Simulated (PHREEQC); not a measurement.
Model water analysis in mg/kgw, 20 °C, pH 6.75, pe -0.8: Na 0.456; K 0.0301; Ca 3.94; Mg 2.05; Cl 4.8; S(6) as SO4 8.37; Alkalinity as HCO3 4.1; B 0.00596.

Valence states are taken as typed.

Computed with PHREEQC (ion-association model, phreeqc.dat).

No solid was allowed to form.

**Question.** Estimate the charge-balance error.

**Answer.** charge-balance error 1.2 %.

**Question.** In which forms is C present?

**Answer.** HCO3- 70 %, CO2 29 % of the C.

Species that the database lacks are ignored.
